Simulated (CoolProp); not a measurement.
Propylene along the isobar 25300 kPa: Z from the reference equation and from simpler models built on Tc = 91.1 °C, pc = 4555 kPa, ω = 0.146; each cubic takes its own stable root.

The numbers come from the reference Helmholtz-energy equation of state, Lemmon 2013 in CoolProp.

| T (°C) | phase | reference | van der Waals | Redlich-Kwong |
|---|---|---|---|---|
| -36.05 | liquid | 0.8678 | 1.301 | 0.9192 |
| -27.95 | liquid | 0.8505 | 1.269 | 0.9003 |
| -19.85 | liquid | 0.8347 | … | 0.8831 |
| -11.75 | liquid | 0.8203 | 1.211 | 0.8674 |
| -3.75 | liquid | 0.8073 | 1.186 | 0.8534 |
| 4.35 | liquid | 0.7953 | 1.162 | 0.8405 |
| 12.45 | liquid | 0.7845 | 1.140 | … |
| 20.55 | liquid | 0.7747 | 1.119 | 0.8185 |
| 28.65 | liquid | 0.7659 | 1.099 | 0.8092 |
| 36.75 | liquid | … | 1.081 | 0.8010 |
| 44.85 | liquid | 0.7513 | 1.065 | … |
| 52.95 | liquid | 0.7454 | 1.049 | 0.7875 |
| 60.95 | liquid | 0.7405 | 1.034 | 0.7822 |

### Question
Complete the blanks.

### Answer

- -19.85, van der Waals: 1.239
- 12.45, Redlich-Kwong: 0.8289
- 36.75, reference: 0.7582
- 44.85, Redlich-Kwong: 0.7937
